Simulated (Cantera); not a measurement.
Input: 1 mol CaO, 1.6 mol NF3, 37 mol H2, equilibrated at 5.85 Torr.

These are equilibrium values from Cantera (NASA tables, ideal gas, pure condensed phases), not measurements of a reactor. Candidate condensed phases: Ca, CaF2, CaO, Ca(OH)2, H2O; 47 gas species. Mutual solubility and eutectic melting of coexisting phases are not modelled. Kinetics and transport are ignored.

x: gas mole fraction; n: condensed amount in mol.

| T (°C) | x H2 | x HF | x H2O | x CaF2 | x N2 | x H | x CaF | n CaF2(s) | n CaO(s) |
|---|---|---|---|---|---|---|---|---|---|
| 1000 | 0.883 | 0.0714 | 0.0255 | 8.21e-7 | 0.0204 | 7.59e-6 | 2.72e-11 | 1.000 | 0 |
| 1100 | 0.883 | 0.0714 | 0.0255 | … | 0.0204 | … | … | 0.999 | 0 |
| 1200 | 0.882 | 0.0714 | 0.0255 | 0.000156 | 0.0204 | 0.000135 | 1.05e-7 | 0.994 | 0 |
| 1300 | 0.881 | 0.0713 | 0.0255 | 0.00122 | 0.0204 | 0.000432 | 2.78e-6 | 0.952 | 0 |
| 1400 | 0.873 | 0.0763 | … | … | 0.0202 | … | … | … | … |
| 1500 | 0.858 | 0.0830 | 0.0182 | 0.0179 | 0.0199 | 0.00298 | 0.000260 | 0 | 0.266 |
| 1600 | 0.854 | 0.0767 | 0.0215 | 0.0207 | 0.0198 | 0.00675 | 0.000756 | 0 | 0.130 |
| 1700 | 0.845 | 0.0716 | 0.0246 | 0.0225 | 0.0197 | 0.0140 | 0.00187 | 0 | 0 |

Q: Some entries are withheld; supply them.

A: 
- 1100, x CaF2: 1.40e-5
- 1100, x H: 3.54e-5
- 1100, x CaF: 2.34e-9
- 1400, x H2O: 0.0224
- 1400, x CaF2: 0.00723
- 1400, x H: 0.00120
- 1400, x CaF: 4.47e-5
- 1400, n CaF2(s): 0.600
- 1400, n CaO(s): 0.111
